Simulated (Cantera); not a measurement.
An isothermal, constant-pressure homogeneous reactor starts with H2 : O2 = 0.033 : 1 (molar parts), equivalence ratio 0.017, at 1300 K and 20.0 Torr.

Computed with Cantera and GRI-Mech 3.0 (53 species, 325 reactions). Radical loss at walls, strong at low pressure, is not modelled.

One state of this run: x H2 = 5.80e-8; x O2 = 0.968; x OH = 3.94e-5; x H = 5.35e-9; x HO2 = 2.03e-8; x H2O2 = 7.41e-10. x: mole fraction; the columns are a selection and need not sum to one.

**Question.** Which value of t (s) does it belong to?
(A) 0.00134
(B) 8.12e-5
(C) 6.00
(D) 1.48

**Answer.** C, 6.00
